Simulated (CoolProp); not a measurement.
Computed with CoolProp (reference Helmholtz-energy equation of state, Lemmon 2006). It is a short technical equation, of lower accuracy than the large ones.

Problem. For CH3F (R41), give the phase and the cp (kJ/(kg K)), isothermal compressibility (1/MPa), expansivity (1/kK), fugacity coefficient at -53.95 °C and 1140 kPa.

Solution. 
- -53.95 °C and 1140 kPa: liquid; cp 2.13, isothermal compressibility 0.00230, expansivity 2.79, fugacity coefficient 0.271
